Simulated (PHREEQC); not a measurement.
**Nickel, zinc or cadmium bath**

Consider water at 25 °C with 26 mmol/kgw ZnCl2, 1.1 mmol/kgw NaCl and 0.031 mmol/kgw FeSO4. Closed to the air; pH follows from the charge balance.

All values are PHREEQC results (ion-association model, phreeqc.dat), not measurements.

This is a speciation only: nothing precipitates in the calculation.

### Question
Predict the pH, specific conductance.

### Answer
pH 5.32; specific conductance 5290 µS/cm.

### Question
In which forms is Cl present?

### Answer
Cl- 97 %, ZnCl+ 2.6 % of the Cl.
